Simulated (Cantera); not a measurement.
Input: 1 mol c-C₄F₈, 0.11 mol F₂, 0.084 mol H₂, equilibrated at 1748 K and 90.0 Torr.

Cantera equilibrium calculation (NASA polynomials, part measured and part estimated; ideal gas, pure solids and liquids). Candidate condensed phases: C, C₆H₆, C₇H₈, C₈H₁₈; 95 gas species. The feed counts by its element totals alone. Gases not in the tables: C₂F₆ and larger saturated fluorocarbons. Equilibrium is a limit: real reactors are often held back by kinetics, nucleation or transport.

Base state: CF₄ 0.919, HF 0.0769, CF₂ 0.00281, CF₃ 0.000657, F 0.000348 (mole fractions); condensed: C(graphite).

Question: What changes in the equilibrium state with this change: temperature from 1748 K to 2798.15 K?

Answer: 
```json
[
 {"species": "F", "before": "0.000348", "after": "0.461"},
 {"species": "CF₂", "before": "0.00281", "after": "0.446"},
 {"species": "CF", "before": "3.85e-7", "after": "0.0339"},
 {"species": "CF₄", "before": "0.919", "after": "0.0168"},
 {"species": "CF₃", "before": "0.000657", "after": "0.0106"},
 {"species": "HF", "before": "0.0769", "after": "0.0310"},
 {"species": "C₃", "before": "<1e-9", "after": "0.000257"},
 {"species": "C", "before": "<1e-9", "after": "5.38e-5"},
 {"species": "C(graphite), mol", "before": "1.98", "after": "1.24"}
]
```
The tables' values for C₂F₄ are old estimates; treat these amounts as uncertain.
